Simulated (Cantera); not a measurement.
A freely propagating, adiabatic, planar premixed flame of 30.0 % H2, 12.5 % O2, 57.5 % N2, equivalence ratio 1.2, unburnt at 625 K and 9.28 atm; mixture-averaged transport, grid criteria slope 0.08 and curve 0.16, no radiation.

Computed with Cantera and the H2/O2 subset of GRI-Mech 3.0, which has no nitrogen chemistry. The hydrogen kinetics of GRI-Mech 3.0 are dated; newer H2 mechanisms differ, most at raised pressure. Burning velocities carry a grid error of a few per cent, more on coarse grids.

x: mole fraction of selected species; z is measured from the peak of heat release.

```tsv
z (mm)	T (K)	u (m/s)	x H2	x O2	x O	x HO2	x H2O2	x H
-0.0847	625	6.39	0.300	0.125	<1e-8	<1e-8	<1e-8	<1e-8
-0.0565	625	6.39	0.300	0.125	<1e-8	1.52e-8	<1e-8	<1e-8
-0.0424	625	6.39	0.299	0.125	<1e-8	1.71e-7	<1e-8	<1e-8
-0.0282	627	6.39	0.297	0.125	5.28e-8	4.50e-6	1.48e-7	<1e-8
-0.0141	692	6.88	0.276	0.127	1.27e-5	0.000669	2.92e-5	6.12e-5
-0.00706	994	9.55	0.230	0.117	0.000332	0.00100	0.000102	0.00256
0	1437	13.4	0.160	0.0833	0.00221	0.000490	2.81e-5	0.0136
0.00706	1751	16.2	0.103	0.0434	0.00399	0.000220	5.04e-6	0.0246
0.0141	1925	17.7	0.0749	0.0215	0.00421	9.73e-5	3.16e-6	0.0275
0.0282	2091	19.1	0.0612	?	?	?	?	?
0.0565	2229	20.2	0.0576	0.00441	0.00198	1.53e-5	1.14e-6	0.0155
0.113	2331	21.0	0.0554	0.00223	0.000921	6.64e-6	7.07e-7	0.00947
0.226	2396	21.5	0.0537	?	?	?	?	?
```

**Question.** Fill in the missing entries.

**Answer.** 
- 0.0282, x O2: 0.00871
- 0.0282, x O: 0.00340
- 0.0282, x HO2: 3.47e-5
- 0.0282, x H2O2: 1.87e-6
- 0.0282, x H: 0.0232
- 0.226, x O2: 0.000974
- 0.226, x O: 0.000377
- 0.226, x HO2: 2.42e-6
- 0.226, x H2O2: 3.93e-7
- 0.226, x H: 0.00562
